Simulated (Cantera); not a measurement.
## Adiabatic ignition

An adiabatic, constant-volume homogeneous reactor starts with 15.2 % CH4, 17.9 % O2, 67.0 % N2, at 1475 K and 0.650 bar.

Model: GRI-Mech 3.0 (53 species, 325 reactions), integrated in Cantera.

| t (s) | T (K) | P (bar) | x CH4 | x O2 | x CH2 | x CH3 | x CH2CO | x N2O |
|---|---|---|---|---|---|---|---|---|
| 3.00e-6 | 1475 | 0.650 | 0.152 | 0.179 | <1e-12 | 2.93e-7 | <1e-12 | <1e-12 |
| 7.98e-6 | 1475 | 0.650 | 0.152 | 0.179 | <1e-12 | 8.27e-7 | <1e-12 | <1e-12 |
| 2.12e-5 | 1475 | 0.650 | 0.152 | 0.179 | <1e-12 | 2.36e-6 | <1e-12 | 2.34e-12 |
| 5.64e-5 | 1475 | 0.650 | 0.152 | 0.179 | 1.81e-12 | 7.41e-6 | <1e-12 | 1.42e-11 |
| 0.000150 | 1475 | 0.650 | 0.151 | 0.179 | 2.16e-11 | 2.73e-5 | 4.04e-12 | 7.86e-11 |
| 0.000399 | 1475 | 0.650 | 0.151 | 0.179 | 2.78e-10 | 0.000103 | 1.60e-9 | 3.10e-10 |
| 0.00106 | 1480 | 0.652 | 0.150 | 0.178 | 2.15e-9 | 0.000260 | 3.58e-7 | 1.35e-9 |
| 0.00282 | 2827 | 1.43 | 1.66e-12 | 0.000800 | 2.95e-12 | 6.44e-12 | <1e-12 | 9.55e-8 |
| 0.00751 | 2821 | 1.43 | 1.72e-12 | 0.000758 | 2.95e-12 | 6.56e-12 | <1e-12 | 1.13e-7 |
| 0.0200 | 2821 | 1.43 | 1.72e-12 | 0.000758 | 2.95e-12 | 6.56e-12 | <1e-12 | 1.13e-7 |
| 0.0531 | 2821 | 1.43 | 1.72e-12 | 0.000758 | 2.95e-12 | 6.56e-12 | <1e-12 | 1.13e-7 |
| 0.141 | 2821 | 1.43 | 1.72e-12 | 0.000758 | 2.95e-12 | 6.56e-12 | <1e-12 | 1.13e-7 |
| 0.376 | 2821 | 1.43 | 1.72e-12 | 0.000758 | 2.95e-12 | 6.56e-12 | <1e-12 | 1.13e-7 |
| 1.00 | 2821 | 1.43 | 1.72e-12 | 0.000758 | 2.95e-12 | 6.56e-12 | <1e-12 | 1.13e-7 |
x: mole fraction; the columns are a selection and need not sum to one.

```json
{
 "time_of_steepest_temperature_rise": "2.47 ms",
 "temperature at 1.00 s": "2821 K",
 "equilibrium_temperature": "2821 K",
 "x(CH4) at 1.00 s": "1.72e-12 (gas-phase equilibrium 1.99e-12)",
 "x(O2) at 1.00 s": "0.000758 (gas-phase equilibrium 0.000758)",
 "x(CH2) at 1.00 s": "2.95e-12 (gas-phase equilibrium 3.09e-12)"
}
```
